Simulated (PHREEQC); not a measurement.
A solution holds 0.22 mmol/kgw HF and 0.0122 mmol/kgw NaF, at 90 °C. Closed to the air; pH follows from the charge balance.

Model: ion-association model, phreeqc.dat, run in PHREEQC.

The pH is 3.90 and the ionic strength is 0.000139 mol/kgw. The specific conductance is 146 µS/cm and the total alkalinity is -0.220 meq/kg.

```tsv
species	molality	activity	log γ
F-	0.000139	0.000137	-0.007
H+	0.000127	0.000124	-0.007
HF	9.35e-5	9.35e-5	0.000
Na+	1.22e-5	1.20e-5	-0.007
HF2-	5.36e-8	5.28e-8	-0.007
OH-	3.21e-9	3.16e-9	-0.007
```

Precipitation was switched off in this run. Away from 25 °C the constants follow the database's enthalpies or fits; those with neither stay at their 25 °C values.
